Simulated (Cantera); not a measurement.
A perfectly stirred reactor is fed with CH₃OH : O₂ : N₂ : H₂ = 0.019 : 0.0097 : 1 : 0.0066 (molar parts), at 0.910 bar; it is held at 1475 K, and followed from long to short residence time.

Model: GRI-Mech 3.0 (53 species, 325 reactions), integrated in Cantera. GRI-Mech 3.0 was tuned for natural gas; its chemistry of methanol as a main component is partial and can be far from experiment.

**Question.** Predict: x(CH₃OH) at τ = 4.00 s; x(O₂) at τ = 4.00 s; x(CH₂CO) at τ = 4.00 s; x(HCN) at τ = 4.00 s; x(OH) at τ = 4.00 s; x(CH₃OH) at τ = 23.0 ms; x(O₂) at τ = 23.0 ms; x(CH₂CO) at τ = 23.0 ms; x(HCN) at τ = 23.0 ms; x(OH) at τ = 23.0 ms.

**Answer.** 
```json
{
 "x(CH₃OH) at τ = 4.00 s": "6.48e-7",
 "x(O₂) at τ = 4.00 s": "9.65e-6",
 "x(CH₂CO) at τ = 4.00 s": "7.83e-9",
 "x(HCN) at τ = 4.00 s": "5.98e-7",
 "x(OH) at τ = 4.00 s": "7.65e-7",
 "x(CH₃OH) at τ = 23.0 ms": "2.11e-5",
 "x(O₂) at τ = 23.0 ms": "0.000289",
 "x(CH₂CO) at τ = 23.0 ms": "1.89e-7",
 "x(HCN) at τ = 23.0 ms": "3.96e-6",
 "x(OH) at τ = 23.0 ms": "5.15e-6"
}
```
